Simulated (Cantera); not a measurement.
## Iron carbonyl, mercury and lead vapours: PbO + O₂ + H₂

Input: 1 mol PbO, 0.034 mol O₂, 5.1 mol H₂, held at 10.0 Torr.

These are equilibrium values from Cantera (NASA tables, ideal gas, pure condensed phases), not measurements of a reactor. Candidate condensed phases: H₂O, Pb, PbO, PbO₂, Pb₃O₄; 12 gas species. Kinetics and transport are ignored.

```
T (K)   x H₂  x H₂O      x Pb     x Pb₂       x H     x PbO      x OH  n Pb(s)  n Pb(l)
-----  -----  -----  --------  --------  --------  --------  --------  -------  -------
600    0.791  0.209  3.87e-10    <1e-12    <1e-12    <1e-12    <1e-12     1.00        0
700    0.791  0.209   8.36e-8    <1e-12    <1e-12    <1e-12    <1e-12        0     1.00
800    0.791  0.209   4.61e-6    <1e-12  2.23e-11    <1e-12    <1e-12        0    1.000
900    0.791  0.209  0.000103  6.09e-11  9.00e-10  1.48e-11    <1e-12        0    0.999
1000   0.790  0.209   0.00121   3.83e-9   1.75e-8  8.91e-10  1.02e-11        0    0.994
1100   0.783  0.208   0.00909   1.11e-7   1.98e-7   2.54e-8  2.34e-10        0    0.953
1200   0.752  0.199    0.0482   1.80e-6   1.48e-6   4.12e-7   3.14e-9        0    0.741
```
x: gas mole fraction; n: condensed amount in mol.

At 600 K the condensed part is Pb(s). From 700 K to 1200 K the condensed part is Pb(l).
